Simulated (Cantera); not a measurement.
Input (Python, Cantera):

```python
import numpy as np
import cantera as ct

gas = ct.Solution("gri30.yaml")
gas.TPX = 1625, 190, {'C2H6': 1, 'H2': 2.2}
inlet = ct.Reservoir(gas, clone=True)

reactor = ct.IdealGasConstPressureReactor(gas, energy="off", clone=False)
exhaust = ct.Reservoir(gas, clone=True)
tau = [15, 5, 1.7, 0.58, 0.2, 0.067, 0.023, 0.0078, 0.0026, 0.0009][0]
for a, b in ((inlet, reactor), (reactor, exhaust)):
    ct.MassFlowController(a, b, mdot=lambda t: reactor.mass / tau)
net = ct.ReactorNet([reactor])
show = ['C2H6', 'H2', 'CH4', 'C2H4', 'C2H2', 'CH2', 'H']

rows = []
print(f"{'tau/s':>10s}{'T/K':>9s}" + "".join(f"{s:>11s}" for s in show))
for tau in [15, 5, 1.7, 0.58, 0.2, 0.067, 0.023, 0.0078, 0.0026, 0.0009]:
    net.initial_time = 0.0
    net.advance(30 * tau)
    before = gas.X
    net.advance(40 * tau)
    drift = np.max(np.abs(gas.X - before) / (gas.X + 1e-9))
    rows.append([gas.T, *gas[show].X, drift])
    print(f"{tau:10.3e}{gas.T:9.1f}" + "".join(f"{x:11.3e}" for x in gas[show].X))
```

It prints:

```
     tau/s      T/K       C2H6         H2        CH4       C2H4       C2H2        CH2          H
 1.500e+01   1625.0  3.711e-05  7.853e-01  2.913e-02  3.192e-04  1.824e-01  1.585e-06  1.611e-03
 5.000e+00   1625.0  1.070e-04  7.726e-01  4.635e-02  8.178e-04  1.763e-01  2.440e-06  1.713e-03
 1.700e+00   1625.0  2.998e-04  7.546e-01  7.057e-02  2.041e-03  1.671e-01  3.632e-06  1.845e-03
 5.800e-01   1625.0  8.290e-04  7.302e-01  1.025e-01  4.882e-03  1.537e-01  5.311e-06  2.012e-03
 2.000e-01   1625.0  2.247e-03  7.002e-01  1.399e-01  1.089e-02  1.349e-01  7.680e-06  2.215e-03
 6.700e-02   1625.0  6.192e-03  6.661e-01  1.786e-01  2.263e-02  1.086e-01  1.119e-05  2.454e-03
 2.300e-02   1625.0  1.647e-02  6.354e-01  2.051e-01  4.040e-02  7.593e-02  1.610e-05  2.678e-03
 7.800e-03   1625.0  4.343e-02  6.178e-01  2.009e-01  5.896e-02  4.027e-02  2.245e-05  2.748e-03
 2.600e-03   1625.0  1.088e-01  6.292e-01  1.407e-01  6.062e-02  1.232e-02  2.672e-05  2.384e-03
 9.000e-04   1625.0  2.095e-01  6.609e-01  5.365e-02  3.345e-02  1.555e-03  2.066e-05  1.597e-03
```

Model: GRI-Mech 3.0 (53 species, 325 reactions), integrated in Cantera. GRI-Mech 3.0 stops at C3 and has no aromatics, soot or wall deposition, so with more carbon than oxygen in the feed, carbon stays in small species such as C2H2 where larger ones or solid carbon would form. Radical loss at walls, strong at low pressure, is not modelled.
